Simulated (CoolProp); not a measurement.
R152A along the isobar 21600 kPa: fugacity coefficient from the reference equation and from simpler models built on Tc = 113.3 °C, pc = 4517 kPa, ω = 0.275; each cubic takes its own stable root.

The numbers come from the reference Helmholtz-energy equation of state, Outcalt 1996 in CoolProp. It is a modified Benedict-Webb-Rubin equation, recast in Helmholtz form.

```csv
T (°C),phase,reference,van der Waals,Redlich-Kwong,Peng-Robinson
51.15,liquid,0.08124,0.1962,0.1169,0.08613
55.95,liquid,0.08958,0.2051,0.1264,0.09504
60.75,liquid,0.09838,0.2142,0.1363,0.1045
65.55,liquid,0.1077,0.2233,0.1465,0.1144
70.35,liquid,0.1174,0.2325,0.1570,0.1248
75.15,liquid,0.1276,0.2418,0.1677,0.1357
79.95,liquid,0.1382,0.2511,0.1788,0.1470
84.75,liquid,0.1492,0.2605,0.1901,0.1588
89.45,liquid,0.1604,0.2698,0.2014,0.1708
94.25,liquid,0.1722,0.2793,0.2131,0.1834
99.05,liquid,0.1844,0.2889,0.2251,0.1964
103.85,liquid,0.1970,0.2985,0.2372,0.2097
```
